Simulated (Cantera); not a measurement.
TEOS + O3 + N2 (silicon oxide and oxynitride deposition)

A closed system holds: 1 mol TEOS, 1.6 mol O3, 2.8 mol N2, equilibrated at 550 K.

Method: chemical equilibrium by Gibbs-energy minimisation in Cantera with the NASA 1993 tables (ideal gas, pure condensed phases). Candidate condensed phases: C, C6H6, C7H8, C8H18, H2O, Si, SiC, SiO2, Si2N2O, Si3N4; 151 gas species. The feed counts by its element totals alone. Equilibrium is a limit: real reactors are often held back by kinetics, nucleation or transport.

| P (Pa) | x H2 | x H2O | x N2 | x CH4 | x CO2 | x CO | n C(graphite) | n SiO2(α-quartz) |
|---|---|---|---|---|---|---|---|---|
| 5 | 0.536 | 0.0980 | 0.181 | 0.00609 | 0.163 | 0.0155 | 5.14 | 1.00 |
| 15 | 0.491 | 0.149 | 0.188 | 0.0153 | 0.149 | 0.00855 | 5.42 | 1.00 |
| 45 | 0.424 | 0.209 | 0.196 | 0.0343 | 0.132 | 0.00464 | 5.57 | 1.00 |
| 140 | 0.336 | 0.272 | 0.208 | 0.0668 | 0.115 | 0.00245 | 5.52 | 1.00 |
| 410 | 0.247 | 0.324 | 0.219 | 0.106 | 0.103 | 0.00136 | 5.31 | 1.00 |
| 1200 | 0.168 | 0.364 | 0.229 | 0.143 | 0.0957 | 0.000765 | 5.07 | 1.00 |
| 3700 | 0.105 | 0.392 | 0.237 | 0.174 | 0.0913 | 0.000426 | 4.86 | 1.00 |
| 11000 | 0.0647 | 0.409 | 0.242 | 0.195 | 0.0889 | 0.000244 | 4.71 | 1.00 |
| 33000 | 0.0386 | 0.420 | 0.245 | 0.208 | 0.0876 | 0.000140 | 4.62 | 1.00 |
| 100000 | 0.0226 | 0.427 | 0.247 | 0.217 | 0.0868 | 7.98e-5 | 4.56 | 1.00 |
x: gas mole fraction; n: condensed amount in mol.

From 0.0375 Torr to 750 Torr the condensed part is C(graphite) + SiO2(α-quartz).
